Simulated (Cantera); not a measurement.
**Adiabatic ignition**

An adiabatic, constant-volume homogeneous reactor starts with 7.32 % CH4, 19.5 % O2, 73.2 % N2, equivalence ratio 0.75, at 1350 K and 360000 Pa.

Detailed kinetics in Cantera: GRI-Mech 3.0 (53 species, 325 reactions).

```csv
t (s),T (K),P (bar),x CH4,x O2,x NO,x N2O,x H2O
3.00e-6,1350,3.60,0.0732,0.195,<1e-12,<1e-12,5.46e-9
1.02e-5,1350,3.60,0.0732,0.195,<1e-12,<1e-12,4.11e-8
3.44e-5,1350,3.60,0.0732,0.195,<1e-12,4.40e-12,4.90e-7
0.000116,1350,3.60,0.0731,0.195,<1e-12,4.09e-11,8.31e-6
0.000393,1351,3.60,0.0730,0.195,<1e-12,2.87e-10,0.000138
0.00133,1368,3.65,0.0703,0.193,<1e-12,3.77e-9,0.00233
0.00451,2827,7.68,<1e-12,0.0446,0.0167,2.47e-6,0.129
0.0152,2827,7.68,<1e-12,0.0446,0.0167,2.47e-6,0.129
0.0516,2827,7.68,<1e-12,0.0446,0.0167,2.47e-6,0.129
0.175,2827,7.68,<1e-12,0.0446,0.0167,2.47e-6,0.129
0.591,2827,7.68,<1e-12,0.0446,0.0167,2.47e-6,0.129
2.00,2827,7.68,<1e-12,0.0446,0.0167,2.47e-6,0.129
```
x: mole fraction; the columns are a selection and need not sum to one.

time of steepest temperature rise: 1.81 ms
temperature at 2.00 s: 2827 K
equilibrium temperature: 2827 K
x(CH4) at 2.00 s: <1e-12 (gas-phase equilibrium <1e-12)
x(O2) at 2.00 s: 0.0446 (gas-phase equilibrium 0.0446)
x(NO) at 2.00 s: 0.0167 (gas-phase equilibrium 0.0167)
